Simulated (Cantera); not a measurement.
A perfectly stirred reactor is fed with N2O : H2 : N2 = 1 : 0.035 : 9.2 (molar parts), at 0.0420 bar; it is held at 1200 K, and followed from long to short residence time.

Detailed kinetics in Cantera: GRI-Mech 3.0 (53 species, 325 reactions). GRI-Mech 3.0 was tuned for natural gas; its chemistry of N2O as a main component is partial and can be far from experiment. Radical loss at walls, strong at low pressure, is not modelled. The mechanism lacks the step 2 NO + O2 → 2 NO2, which can matter for NO2 below about 1400 K. The temperature is held fixed by assumption; the heat of reaction is taken as removed at once.

Q: Predict: x(N2O) at τ = 1.50 s; x(H2) at τ = 1.50 s; x(NO) at τ = 1.50 s; x(H2O) at τ = 1.50 s; x(N2O) at τ = 59.0 ms; x(H2) at τ = 59.0 ms; x(NO) at τ = 59.0 ms; x(H2O) at τ = 59.0 ms; x(H2O2) at τ = 59.0 ms.

A: 
- x(N2O) at τ = 1.50 s: 0.0907
- x(H2) at τ = 1.50 s: 0.000208
- x(NO) at τ = 1.50 s: 0.000356
- x(H2O) at τ = 1.50 s: 0.00320
- x(N2O) at τ = 59.0 ms: 0.0961
- x(H2) at τ = 59.0 ms: 0.00197
- x(NO) at τ = 59.0 ms: 3.10e-5
- x(H2O) at τ = 59.0 ms: 0.00144
- x(H2O2) at τ = 59.0 ms: 2.14e-9
